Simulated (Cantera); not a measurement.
**(CH3)2SiCl2 + H2 (silicon carbide growth)**

Feed: 1 mol (CH3)2SiCl2, 13 mol H2, at 1800 K and 10.0 mbar.

These are equilibrium values from Cantera (NASA tables, ideal gas, pure condensed phases), not measurements of a reactor. Candidate condensed phases: C, C6H6, C7H8, C8H18, Si, SiC; 109 gas species. The feed counts by its element totals alone. The numbers say what is thermodynamically allowed, not how fast it happens.

```
Property                              Value
--------------------------------  ---------
x(H2)                                 0.880
x(HCl)                                0.115
x(H)                                0.00336
x(SiCl2)                            0.00112
x(Cl)                              0.000335
x(C2H2 (acetylene))                0.000154
x(SiCl)                             8.11e-6
x(Si)                               7.65e-6
x(SiCl3)                            6.89e-6
n(C(graphite))                     1.01 mol
n(SiC(s))                         0.981 mol
gas amount                        17.03 mol
log10 activity of Si(l) (absent)      -1.62
```
